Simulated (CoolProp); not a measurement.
n-dodecane at several states: Z from the reference equation and from simpler models built on Tc = 658.1 K, pc = 18.18 bar, ω = 0.574; each cubic takes its own stable root.

Computed with CoolProp (reference Helmholtz-energy equation of state, Lemmon 2004). It is a short technical equation, of lower accuracy than the large ones.

```tsv
T (K)	p (bar)	phase	reference	van der Waals	Redlich-Kwong
336.5	0.108	liquid	0.0009167	0.9918	0.001202
297.6	11.5	liquid	0.1060	0.2065	0.1393
508	0.282	gas	0.9833	0.9915	0.9890
554.5	7.94	liquid	0.05551	0.7477	0.07598
```

At some of these states van der Waals gives the other phase, because its saturation line lies elsewhere.
